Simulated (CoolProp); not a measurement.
Vapour-liquid equilibrium of propane (1) + dimethyl ether (2) at 1270 kPa; x and y are mole fractions of (1).

Computed with CoolProp (multi-fluid Helmholtz-energy mixture model, Lemmon 2009 and Wu 2011; pair parameters Bell 2016).

Question: Give the bubble temperature and the first vapour's composition at x = 0.45, 0.55, 0.65. Is there an azeotrope?

Answer: x = 0.45: 313.7 K, y = 0.544; x = 0.55: 312.2 K, y = 0.622; x = 0.65: 311.1 K, y = 0.698. y crosses x between x = 0.85 and 0.95: the model has an azeotrope there.

Pair parameters are fitted to limited data, so mixtures are less certain than the pure fluids.
